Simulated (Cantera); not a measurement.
Cantera run:

```python
import numpy as np
import cantera as ct

gas_names = """
    CL CLO CL2 Fe FeCL FeCL2 FeCL3 FeO Fe(OH)2 Fe2CL4 Fe2CL6 H HCL HOCL HO2 H2 H2O H2O2 O OH O2 O3
""".split()
cond_names = """
    Fe(a) Fe(c) Fe(d) Fe(L) FeCL2(s) FeCL2(L) FeCL3(s) FeCL3(L) FeO(s) FeO(L) Fe(OH)2(s) Fe(OH)3(s)
    Fe2O3(s) Fe3O4(s) H2O(s) H2O(L)
""".split()


# ... load() reads the species with a 1 bar reference pressure and builds the phases ...
atoms = {
    'Fe2O3': {'Fe': 2, 'O': 3},
    'Cl2': {'CL': 2},
    'H2': {'H': 2},
}
top_T = {'Fe2O3(s)': 1830, 'Fe3O4(s)': 1870}  # K; cautious upper limits of use, not melting points


# ... equilibrate(T, P, feed) seeds the gas with the atoms and calls Mixture.equilibrate('TP', solver="vcs", rtol=1e-11, max_steps=5000) ...
results = []
T = 1025  # K
P = 1000  # Pa
for m in [1.4, 1.9, 2.6, 3.5, 4.8, 6.7, 9.1, 13, 17, 24]:
    feed = {'Fe2O3': 1, 'Cl2': m, 'H2': 17}  # mol
    mix = equilibrate(T, P, feed)
    results.append((T, P, feed, dict(zip(mix.species_names, mix.species_moles))))
    x = sorted(zip(gas.X, gas.species_names), reverse=True)
    print(f"T = {T:g} K  P = {P:g} Pa  n(Cl2) = {m:g} mol  gas = {mix.phase_moles(0):.4g} mol")
    print("   x: " + "  ".join(f"{s} {v:.3e}" for v, s in x if v > 0.0001))
    print("   condensed (mol): " + ("  ".join(f"{mix.phase(i).name} {mix.phase_moles(i):.4g}"
          for i in range(1, mix.n_phases) if mix.phase_moles(i) > 1e-12) or "none"))
```

Result:

```
T = 1025 K  P = 1000 Pa  n(Cl2) = 1.4 mol  gas = 18.4 mol
   x: H2 7.174e-01  HCL 1.412e-01  H2O 1.359e-01  FeCL2 5.494e-03
   condensed (mol): Fe(a) 1.4  FeO(s) 0.499
T = 1025 K  P = 1000 Pa  n(Cl2) = 1.9 mol  gas = 18.9 mol
   x: H2 6.798e-01  HCL 1.818e-01  H2O 1.288e-01  FeCL2 9.614e-03
   condensed (mol): Fe(a) 1.252  FeO(s) 0.5658
T = 1025 K  P = 1000 Pa  n(Cl2) = 2.6 mol  gas = 19.6 mol
   x: H2 6.318e-01  HCL 2.316e-01  H2O 1.197e-01  FeCL2 1.679e-02
   condensed (mol): Fe(a) 1.016  FeO(s) 0.6537
T = 1025 K  P = 1000 Pa  n(Cl2) = 3.5 mol  gas = 20.5 mol
   x: H2 5.772e-01  HCL 2.854e-01  H2O 1.094e-01  FeCL2 2.791e-02
   condensed (mol): Fe(a) 0.6673  FeO(s) 0.7581
T = 1025 K  P = 1000 Pa  n(Cl2) = 4.8 mol  gas = 21.8 mol
   x: H2 5.100e-01  HCL 3.466e-01  H2O 9.663e-02  FeCL2 4.658e-02  Fe2CL4 1.626e-04
   condensed (mol): Fe(a) 0.08368  FeO(s) 0.8939
T = 1025 K  P = 1000 Pa  n(Cl2) = 6.7 mol  gas = 23.69 mol
   x: HCL 4.338e-01  H2 3.925e-01  H2O 1.081e-01  FeCL2 6.523e-02  Fe2CL4 3.189e-04
   condensed (mol): FeO(s) 0.4392
T = 1025 K  P = 1000 Pa  n(Cl2) = 9.1 mol  gas = 26.09 mol
   x: HCL 5.443e-01  H2 2.645e-01  H2O 1.150e-01  FeCL2 7.579e-02  Fe2CL4 4.304e-04
   condensed (mol): none
T = 1025 K  P = 1000 Pa  n(Cl2) = 13 mol  gas = 29.99 mol
   x: HCL 7.336e-01  H2 1.000e-01  H2O 1.000e-01  FeCL2 6.601e-02  Fe2CL4 3.265e-04
   condensed (mol): none
T = 1025 K  P = 1000 Pa  n(Cl2) = 17 mol  gas = 33.8 mol
   x: HCL 9.422e-01  H2O 3.184e-02  FeCL3 1.215e-02  FeCL2 9.104e-03  CL2 4.315e-03  CL 3.675e-04
   condensed (mol): Fe2O3(s) 0.6406
T = 1025 K  P = 1000 Pa  n(Cl2) = 24 mol  gas = 41.09 mol
   x: HCL 7.985e-01  CL2 1.444e-01  FeCL3 2.415e-02  H2O 1.446e-02  O2 1.324e-02  FeCL2 3.130e-03  CL 2.126e-03
   condensed (mol): Fe2O3(s) 0.4391
```

Method: chemical equilibrium by Gibbs-energy minimisation in Cantera with the NASA 1993 tables (ideal gas, pure condensed phases). Mutual solubility and eutectic melting of coexisting phases are not modelled. The tables' stoichiometric FeO is somewhat more stable than real wüstite, so its field is too wide. FeO: taken at fixed stoichiometry.
